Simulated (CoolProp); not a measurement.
Properties of n-hexane along the isobar 11.5 MPa (Tc = 507.8 K, pc = 3.044 MPa, ω = 0.300).

Model: reference Helmholtz-energy equation of state, Thol 2019, in CoolProp.

| T (K) | phase | viscosity (µPa s) | Prandtl number |
|---|---|---|---|
| 411.9 | liquid | 140 | 3.84 |
| 424.9 | liquid | 128 | 3.68 |
| 437.8 | liquid | 118 | 3.54 |
| 450.7 | liquid | 109 | 3.40 |
| 463.6 | liquid | 101 | 3.27 |
| 476.6 | liquid | 93.0 | 3.13 |
| 489.5 | liquid | 86.0 | 3.01 |
| 502.4 | liquid | 79.5 | 2.89 |
| 515.4 | supercritical | 73.5 | 2.77 |
| 528.3 | supercritical | 67.9 | 2.65 |
| 541.2 | supercritical | 62.8 | 2.53 |
| 554.1 | supercritical | 58.1 | 2.42 |

Viscosity comes from a separate model (Michailidou 2013). Thermal conductivity comes from a separate model (Assael 2013).
